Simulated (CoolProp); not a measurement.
Model: reference Helmholtz-energy equation of state, Smukala 2000, in CoolProp.

### Question
Give the vapour pressure (kPa), liquid density (kg/m³), vapour density (kg/m³) of saturated ethylene at 227.6, 230.1, 235.2 K.

### Answer
```csv
T (K),p (kPa),liquid density (kg/m³),vapour density (kg/m³)
227.6,1220,472,22.4
230.1,1320,467,24.3
235.2,1540,457,28.5
```
